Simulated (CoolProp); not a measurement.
Vapour-liquid equilibrium of hydrogen sulfide (1) + propane (2) at 0.791 MPa; x and y are mole fractions of (1).

Values from CoolProp's multi-fluid Helmholtz-energy mixture model, Lemmon 2006 and Lemmon 2009; pair parameters Kunz 2012.

Q: Give the bubble temperature and the first vapour's composition at x = 0.15, 0.55, 0.85. Is there an azeotrope?

A: x = 0.15: 276.3 K, y = 0.394; x = 0.55: 264.1 K, y = 0.702; x = 0.85: 262.6 K, y = 0.838. y crosses x between x = 0.75 and 0.85: the model has an azeotrope there.

The pair parameters rest on a limited set of measurements; away from them the model extrapolates.
